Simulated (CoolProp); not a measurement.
Properties of R236EA along the isotherm 248 K (Tc = 412.4 K, pc = 3.414 MPa, ω = 0.368).

Values from CoolProp's reference Helmholtz-energy equation of state, Rui 2013.

```json
[
 {"p (MPa)": "0.019", "phase": "gas", "cp (kJ/(kg K))": "0.7734", "expansivity (1/kK)": "4.221", "fugacity coefficient": "0.9878"},
 {"p (MPa)": "0.0295", "phase": "liquid", "cp (kJ/(kg K))": "1.212", "expansivity (1/kK)": "1.761", "fugacity coefficient": "0.7732"},
 {"p (MPa)": "0.046", "phase": "liquid", "cp (kJ/(kg K))": "1.212", "expansivity (1/kK)": "1.760", "fugacity coefficient": "0.4963"},
 {"p (MPa)": "0.0716", "phase": "liquid", "cp (kJ/(kg K))": "1.212", "expansivity (1/kK)": "1.760", "fugacity coefficient": "0.3192"},
 {"p (MPa)": "0.112", "phase": "liquid", "cp (kJ/(kg K))": "1.212", "expansivity (1/kK)": "1.759", "fugacity coefficient": "0.2045"},
 {"p (MPa)": "0.174", "phase": "liquid", "cp (kJ/(kg K))": "1.212", "expansivity (1/kK)": "1.758", "fugacity coefficient": "0.1320"},
 {"p (MPa)": "0.27", "phase": "liquid", "cp (kJ/(kg K))": "1.211", "expansivity (1/kK)": "1.756", "fugacity coefficient": "0.08544"},
 {"p (MPa)": "0.421", "phase": "liquid", "cp (kJ/(kg K))": "1.211", "expansivity (1/kK)": "1.754", "fugacity coefficient": "0.05518"},
 {"p (MPa)": "0.656", "phase": "liquid", "cp (kJ/(kg K))": "1.211", "expansivity (1/kK)": "1.750", "fugacity coefficient": "0.03581"},
 {"p (MPa)": "1.02", "phase": "liquid", "cp (kJ/(kg K))": "1.210", "expansivity (1/kK)": "1.743", "fugacity coefficient": "0.02342"},
 {"p (MPa)": "1.59", "phase": "liquid", "cp (kJ/(kg K))": "1.209", "expansivity (1/kK)": "1.734", "fugacity coefficient": "0.01543"},
 {"p (MPa)": "2.47", "phase": "liquid", "cp (kJ/(kg K))": "1.208", "expansivity (1/kK)": "1.719", "fugacity coefficient": "0.01035"}
]
```
